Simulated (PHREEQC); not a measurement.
## Copper plating or etch bath (model solution)

A solution holds 0.053 mol Cu(BF4)2, 0.028 mol NaNO3 and 0.0023 mol H3BO3 per kg of water, at 20 °C. Closed to the air; pH follows from the charge balance.

The numbers come from PHREEQC with the ion-association model, wateq4f.dat.

Precipitation was switched off in this run.

Predict the pH, ionic strength.

pH 2.62; ionic strength 0.189 mol/kgw.

In which forms is B present?

BF4- 91 %, BF3OH- 5.3 %, H3BO3 2.3 %, BF2(OH)2- 1.1 % of the B.

Real BF4- forms and hydrolyses slowly; the run takes it at equilibrium.
